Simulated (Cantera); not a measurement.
Low-pressure radical oxidation in H2/O2

A perfectly stirred reactor is fed with H2 : O2 = 0.24 : 1 (molar parts), at 0.0267 bar; it is held at 1225 K, and followed from long to short residence time.

Cantera simulation using GRI-Mech 3.0 (53 species, 325 reactions); the numbers are that mechanism's predictions, not measurements. Radical loss at walls, strong at low pressure, is not modelled. The temperature is held fixed by assumption; the heat of reaction is taken as removed at once.

```csv
τ (s),x H2,x O2,x H2O2,x OH,x H2O,x O
1.4,0.000290,0.784,3.21e-7,0.00140,0.213,0.00104
0.52,0.000545,0.783,4.25e-7,0.00195,0.212,0.00200
0.20,0.000993,0.781,5.36e-7,0.00269,0.211,0.00373
0.075,0.00181,0.777,6.51e-7,0.00373,0.208,0.00699
0.028,0.00328,0.771,7.48e-7,0.00514,0.203,0.0128
0.011,0.00562,0.760,7.99e-7,0.00683,0.195,0.0218
0.0041,0.00960,0.744,8.03e-7,0.00887,0.179,0.0350
```
x: mole fraction; the columns are a selection and need not sum to one.
